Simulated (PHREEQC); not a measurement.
## Silver or lead bath (model solution)

Make-up at 57 °C: 0.015 mol Pb(NO3)2 and 0.075 mol HNO3 per kg of water. It is in equilibrium with CO2 at log p = -1 (atm). Otherwise closed; pH follows from the charge balance.

Equilibrium calculation in PHREEQC: ion-association model, phreeqc.dat.

Each row changes one thing in this solution. No solid was allowed to form.

```csv
case,pH,ionic strength (mol/kgw),NO3- (mol/kgw),Pb+2 (mol/kgw),PbNO3+ (mol/kgw),PbHCO3+ (mol/kgw),SI of Cerussite (PbCO3),SI of Pb(OH)2 (Pb(OH)2)
as made,1.22,0.110,0.100,0.0101,0.00488,5.20e-8,-6.45,-7.19
HNO3 from 0.075 to 0.112 mol/kgw,1.05,0.146,(withheld),0.00939,0.00561,3.08e-8,-6.86,-7.60
Pb(NO3)2 from 0.015 to 0.003 mol/kgw,1.21,0.0822,(withheld),0.00210,0.000898,1.14e-8,-7.11,-7.85
Pb(NO3)2 from 0.015 to 0.0165 mol/kgw,1.22,0.114,0.103,0.0111,0.00542,5.67e-8,-6.42,-7.16
temperature from 57 to 70 °C,1.22,0.110,0.100,(withheld),(withheld),4.06e-8,-6.66,-6.85
diluted 5-fold with water,1.88,0.0232,0.0206,0.00258,0.000417,8.67e-8,-5.52,-6.26
HNO3 left out,4.13,0.0403,0.0277,0.0126,0.00234,(withheld),-0.39,-1.13
```

Question: Complete the blanks.

Answer: 
- HNO3 from 0.075 to 0.112 mol/kgw, NO3- (mol/kgw): 0.136
- Pb(NO3)2 from 0.015 to 0.003 mol/kgw, NO3- (mol/kgw): 0.0801
- temperature from 57 to 70 °C, Pb+2 (mol/kgw): 0.0102
- temperature from 57 to 70 °C, PbNO3+ (mol/kgw): 0.00478
- HNO3 left out, PbHCO3+ (mol/kgw): 6.70e-5

At this temperature some constants are extrapolated from 25 °C, and those without enthalpy data are left unchanged.
